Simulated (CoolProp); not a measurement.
The fluid at 444.51 K and 0.114 MPa flows at 2.6 m/s in a round tube of 50 mm bore and 0.25 µm roughness, fully developed (64/Re and Nu = 3.66 if laminar; Colebrook and Gnielinski if turbulent). The same conditions are run with several fluids, on thermodynamics alone (safety and materials aside).

Computed with CoolProp (reference Helmholtz-energy equation of state of each fluid (normal hydrogen: Leachman 2009; ethane: Bücker 2006; benzene: Thol 2012; n-hexane: Thol 2019; propylene: Lemmon 2013)).

Question: Rank normal hydrogen, ethane, benzene, n-hexane, propylene by Reynolds number, highest first.

Answer: n-hexane (37900), benzene (28500), propylene (13400), ethane (9030), normal hydrogen (688)

| fluid | Darcy friction factor | pressure drop (Pa/m) | heat-transfer coefficient (W/(m² K)) | mass flow (kg/h) |
|---|---|---|---|---|
| normal hydrogen | 0.0930 | 0.391 | 18.2 | 1.14 |
| ethane | 0.0317 | 1.99 | 23.9 | 17.1 |
| benzene | 0.0238 | 3.94 | 33.9 | 45.1 |
| n-hexane | 0.0223 | 4.09 | 50.3 | 49.9 |
| propylene | 0.0286 | 2.52 | 26.8 | 24.0 |

Transport values come from each fluid's own correlations; those of propylene are estimates that may be off by 10 % or more.
